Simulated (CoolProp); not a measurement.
Vapour-liquid equilibrium of R227EA (1) + isobutene (2) at 206.8 K; x and y are mole fractions of (1).

Model: multi-fluid Helmholtz-energy mixture model, Lemmon 2016 and Lemmon 2005; pair parameters Bell 2016, in CoolProp.

```
x     bubble pressure, mixture model (bar)  bubble pressure, Raoult's law (bar)  y, mixture model  y, Raoult's law
----  ------------------------------------  -----------------------------------  ----------------  ---------------
0.05                               0.05925                              0.04568             0.276            0.067
0.2                                0.07704                              0.04809             0.492            0.253
0.35                               0.08066                              0.05050             0.537            0.422
0.5                                0.08137                              0.05291             0.554            0.576
0.65                               0.08120                              0.05532             0.583            0.716
0.8                                0.07822                              0.05773             0.658            0.845
0.95                               0.06749                              0.06014             0.861            0.963
```

The largest gap from Raoult's law is +60.2 % in bubble pressure, at x = 0.2. y crosses x between x = 0.5 and 0.65: the model has an azeotrope there.

The pair parameters rest on a limited set of measurements; away from them the model extrapolates. With so large a gap from Raoult's law the liquid may split in two, which this calculation doesn't test in full.
